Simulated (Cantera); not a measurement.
Charge: 1 mol CsOH, 0.33 mol H₂, 0.27 mol H₂O, held at 7.50 Torr.

Cantera equilibrium calculation (NASA polynomials, part measured and part estimated; ideal gas, pure solids and liquids). Candidate condensed phases: Cs, CsOH, H₂O; 15 gas species. Kinetics and transport are ignored. All values below are at 1377 °C.

Base state: H₂O 0.359, CsOH 0.352, Cs 0.208, H₂ 0.0807, H 0.000258, OH 5.19e-5 (mole fractions); condensed: gas only.

Problem. What changes in the equilibrium state with this change: pressure from 7.50 Torr to 75.0 Torr?

Solution. 
```
species     before     after
--------  --------  --------
CsOH         0.352     0.452
H₂O          0.359     0.289
Cs           0.208     0.132
H₂          0.0807     0.127
Cs₂(OH)₂   1.97e-6   3.25e-5
OH         5.19e-5   1.05e-5
Cs₂        2.55e-6   1.02e-5
H         0.000258  0.000102
```
